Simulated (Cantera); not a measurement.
**Thermodynamics of silicon etching in halogen gases, feed Si + HCl + H₂**

Input: 1 mol Si, 2.7 mol HCl, 89 mol H₂, equilibrated at 0.100 bar.

Cantera equilibrium calculation (NASA polynomials, part measured and part estimated; ideal gas, pure solids and liquids). Candidate condensed phases: Si; 19 gas species. The tables' values for SiCl₃ are old estimates; treat these amounts as uncertain. Gases not in the tables: Si₂H₆ and higher silanes. Rates play no part.

From 202 °C to 1402 °C the condensed part is Si(s). The main Si-bearing gas is SiCl₄ at 202 °C and SiCl₂ at 1402 °C. The share of Si in condensed phases is highest at 1102 °C (81.1 %) and lowest at 202 °C (22.9 %).

| T (°C) | x H₂ | x HCl | x SiCl₄ | x SiHCl₃ | x SiCl₂ | x H | x SiCl₃ | n Si(s) |
|---|---|---|---|---|---|---|---|---|
| 202 | 0.992 | 7.00e-7 | 0.00438 | 0.00398 | <1e-12 | <1e-12 | 1.40e-10 | 0.229 |
| 302 | 0.992 | 1.71e-5 | 0.00446 | 0.00384 | 1.13e-10 | <1e-12 | 1.52e-8 | 0.231 |
| 402 | 0.991 | 0.000160 | 0.00453 | 0.00368 | 1.66e-8 | <1e-12 | 4.06e-7 | 0.236 |
| 502 | 0.991 | 0.000828 | 0.00450 | 0.00348 | 6.54e-7 | 3.12e-12 | 4.55e-6 | 0.255 |
| 602 | 0.990 | 0.00287 | 0.00419 | 0.00316 | 1.06e-5 | 1.58e-10 | 2.78e-5 | 0.307 |
| 702 | 0.986 | 0.00738 | 0.00339 | 0.00259 | 8.90e-5 | 3.59e-9 | 0.000103 | 0.418 |
| 802 | 0.981 | 0.0145 | 0.00202 | 0.00170 | 0.000419 | 4.60e-8 | 0.000231 | 0.585 |
| 902 | 0.976 | 0.0214 | 0.000676 | 0.000725 | 0.00107 | 3.83e-7 | 0.000273 | 0.739 |
| 1002 | 0.973 | 0.0245 | 0.000124 | 0.000198 | 0.00160 | 2.30e-6 | 0.000175 | 0.803 |
| 1102 | 0.973 | 0.0252 | 2.02e-5 | 4.99e-5 | 0.00187 | 1.07e-5 | 9.09e-5 | 0.811 |
| 1202 | 0.973 | 0.0251 | 3.89e-6 | 1.42e-5 | 0.00204 | 4.05e-5 | 4.83e-5 | 0.805 |
| 1302 | 0.973 | 0.0250 | 9.05e-7 | 4.70e-6 | 0.00217 | 0.000130 | 2.74e-5 | 0.796 |
| 1402 | 0.973 | 0.0248 | 2.50e-7 | 1.77e-6 | 0.00228 | 0.000362 | 1.66e-5 | 0.787 |
x: gas mole fraction; n: condensed amount in mol.
